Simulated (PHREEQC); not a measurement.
A PHREEQC speciation (ion-association model, wateq4f.dat) at 25 °C gives pH 2.26 and these molalities:

| species | mol/kgw |
|---|---|
| H3AsO4 | 0.00605 |
| H+ | 0.00596 |
| H2AsO4- | 0.00595 |

What are the element totals, and what could have been dissolved in 1 kg of water to give them?

This is not unique; one that fits is totals As(5) 0.0120 mol/kgw, from 12 mmol/kgw H3AsO4.

No solid was allowed to form.
